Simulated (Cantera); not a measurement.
Charge: 1 mol borazine, 4.2 mol N2, 0.2 mol H2, held at 90.0 Torr.

These are equilibrium values from Cantera (NASA tables, ideal gas, pure condensed phases), not measurements of a reactor. Candidate condensed phases: B, BN; 15 gas species. The feed counts by its element totals alone. The numbers say what is thermodynamically allowed, not how fast it happens. All values below are at 1298 K.

Base state: N2 0.568, H2 0.432 (mole fractions); condensed: BN(s).

### Question
What changes in the equilibrium state with this change: borazine replaced by BF3?

### Answer
```csv
species,before,after
N2,0.568,0.777
BF3,0,0.183
H2,0.432,0.0331
HF,0,0.00774
BHF2,0,0.000130
BF2,0,2.29e-5
"BN(s), mol",3.00,0.0137
```
N2 is the only nitrogen source here; it is nearly inert below about 1500 K, so the nitride shown seldom forms there in practice. The tables' values for BF2 are old estimates; treat these amounts as uncertain.
